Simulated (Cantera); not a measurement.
Feed: 1 mol SiH2Cl2, 12 mol O2, 2.2 mol H2O, equilibrated at 1600 °C and 750 Torr.

Cantera equilibrium calculation (NASA polynomials, part measured and part estimated; ideal gas, pure solids and liquids). Candidate condensed phases: H2O, Si, SiO2; 30 gas species. The tables hold silica as quartz up to 1696 K and as liquid above; real silica turns to tridymite and cristobalite and melts near 1996 K. Gases not in the tables: Si(OH)4. The numbers say what is thermodynamically allowed, not how fast it happens.

Base state: O2 0.717, H2O 0.151, HCl 0.116, Cl 0.0132, OH 0.00176, Cl2 0.000900, O 0.000200, ClO 0.000186 (mole fractions); condensed: SiO2(condensed).

Problem. What changes in the equilibrium state with this change: pressure from 750 Torr to 38.3 Torr?

Solution. 
| species | before | after |
|---|---|---|
| O2 | 0.717 | 0.711 |
| H2O | 0.151 | 0.154 |
| HCl | 0.116 | 0.105 |
| Cl | 0.0132 | 0.0249 |
| H | 2.77e-6 | 2.62e-5 |
| Cl2 | 0.000900 | 0.000163 |
| HOCl | 4.02e-5 | 8.21e-6 |
| SiO2(condensed), mol | 1.00 | 1.000 |
